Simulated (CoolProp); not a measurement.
The fluid at 298.15 K and 0.0117 MPa flows at 10 m/s in a round tube of 100 mm bore and 1.5 µm roughness, fully developed (64/Re and Nu = 3.66 if laminar; Colebrook and Gnielinski if turbulent). The same conditions are run with several fluids, on thermodynamics alone (safety and materials aside).

Model: reference Helmholtz-energy equation of state of each fluid (methanol: de Reuck 1993; R143a: Lemmon and Jacobsen 2000; nitrogen: Span 2000; propane: Lemmon 2009; R22: Kamei 1995), in CoolProp.

Task: Rank methanol, R143a, nitrogen, propane, R22 by Reynolds number, highest first.

Result: R143a (35800), R22 (29700), propane (25600), methanol (15900), nitrogen (7430)

| fluid | Darcy friction factor | pressure drop (Pa/m) | heat-transfer coefficient (W/(m² K)) | mass flow (kg/h) |
|---|---|---|---|---|
| methanol | 0.0274 | 2.10 | 8.95 | 43.3 |
| R143a | 0.0226 | 4.49 | 11.9 | 112 |
| nitrogen | 0.0335 | 2.21 | 5.95 | 37.4 |
| propane | 0.0244 | 2.55 | 11.7 | 59.0 |
| R22 | 0.0236 | 4.82 | 8.46 | 116 |

Transport values come from each fluid's own correlations; those of R143a, R22 are estimates that may be off by 10 % or more.
